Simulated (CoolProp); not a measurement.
Vapour-liquid equilibrium of methanol (1) + toluene (2) at 419.5 K; x and y are mole fractions of (1).

Values from CoolProp's multi-fluid Helmholtz-energy mixture model, de Reuck 1993 and Lemmon 2006; pair parameters Bell 2016.

Question: Give the bubble pressure and the first vapour's composition at x = 0.2, 0.35, 0.95. Is there an azeotrope?

Answer: x = 0.2: 0.7743 MPa, y = 0.673; x = 0.35: 0.9193 MPa, y = 0.735; x = 0.95: 1.251 MPa, y = 0.966. No azeotrope shows between x = 0.05 and 0.95.

The pair parameters rest on a limited set of measurements; away from them the model extrapolates. With so large a gap from Raoult's law the liquid may split in two, which this calculation doesn't test in full.
